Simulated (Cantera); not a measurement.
Mixture: CH₄ : C₂H₆ : C₃H₈ : O₂ : N₂ = 2.3 : 0.15 : 0.73 : 12.9 : 75.9 (molar parts), at 100000 Pa, adiabatic and at constant pressure. Ignition delay is the time to a rise of 400 K.

Detailed kinetics in Cantera: GRI-Mech 3.0 (53 species, 325 reactions). GRI-Mech 3.0 was tuned for natural gas; its chemistry of propane as a main component is partial and can be far from experiment.

Task: Predict: delay at 1050 K; delay at 1125 K; delay at 1200 K; delay at 1275 K; delay at 1350 K; delay at 1425 K; delay at 1500 K; apparent activation energy between 1350 and 1500 K.

Result: 
| Item | Result |
|---|---|
| delay at 1050 K | 0.152 s |
| delay at 1125 K | 34.3 ms |
| delay at 1200 K | 8.24 ms |
| delay at 1275 K | 2.29 ms |
| delay at 1350 K | 0.761 ms |
| delay at 1425 K | 0.304 ms |
| delay at 1500 K | 0.144 ms |
| apparent activation energy between 1350 and 1500 K | 190 kJ/mol |
